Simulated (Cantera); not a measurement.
A perfectly stirred reactor is fed with 15.9 % H2, 17.6 % O2, 66.5 % N2, equivalence ratio 0.45, at 5.00 bar; it is adiabatic with a 800 K inlet, and is followed from long to short residence time, starting on the burning branch (τ in s: 0.13, 0.072, 0.039, 0.021, 0.011, 0.0061, 0.0033, 0.0018, 0.00096, 0.00052, 0.00028, 0.00015, 8.1e-05).

Detailed kinetics in Cantera: GRI-Mech 3.0 (53 species, 325 reactions). The hydrogen kinetics of GRI-Mech 3.0 are dated; newer H2 mechanisms differ, most at raised pressure.

Question: Predict: blow-out, bracketed by the residence times tried; x(H2) at τ = 0.130 s; x(O2) at τ = 0.130 s; x(H2O2) at τ = 0.130 s; x(O) at τ = 0.130 s; x(NO) at τ = 0.130 s; x(H2) at τ = 3.30 ms; x(O2) at τ = 3.30 ms; x(H2O2) at τ = 3.30 ms; x(O) at τ = 3.30 ms; x(NO) at τ = 3.30 ms.

Answer: 
- blow-out, bracketed by the residence times tried: burning at 81.0 µs, the shortest tried
- x(H2) at τ = 0.130 s: 6.16e-5
- x(O2) at τ = 0.130 s: 0.105
- x(H2O2) at τ = 0.130 s: 2.10e-7
- x(O) at τ = 0.130 s: 7.90e-5
- x(NO) at τ = 0.130 s: 0.000241
- x(H2) at τ = 3.30 ms: 0.000296
- x(O2) at τ = 3.30 ms: 0.105
- x(H2O2) at τ = 3.30 ms: 3.67e-7
- x(O) at τ = 3.30 ms: 0.000251
- x(NO) at τ = 3.30 ms: 2.62e-5
